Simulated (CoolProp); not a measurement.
A closed Brayton cycle with carbon dioxide: compressor inlet 317.15 K and 7.7 MPa, high pressure 15.6 MPa, turbine inlet 715 K, compressor efficiency 0.89, turbine efficiency 0.93, recuperator effectiveness 0.95 (on enthalpy, no pinch check). Each further row changes one setting.

Values from CoolProp's reference Helmholtz-energy equation of state, Span 1996.

| case | thermal efficiency (%) | net work (kJ/kg) | compressor to turbine work | compressor exit (K) | turbine exit (K) |
|---|---|---|---|---|---|
| as stated | 32.3 | 52.7 | 0.37 | 373.2 | 634.7 |
| turbine inlet 665 K | 29.8 | 45.9 | 0.40 | 373.2 | 587.9 |
| compressor inlet 327.15 K | 31.5 | 47.9 | 0.42 | 387.7 | 634.7 |
| high pressure 13.3 MPa | 30.9 | 42.5 | 0.35 | 360.3 | 652.6 |
| recuperator effectiveness 0.5 | 17.6 | 52.7 | 0.37 | 373.2 | 634.7 |
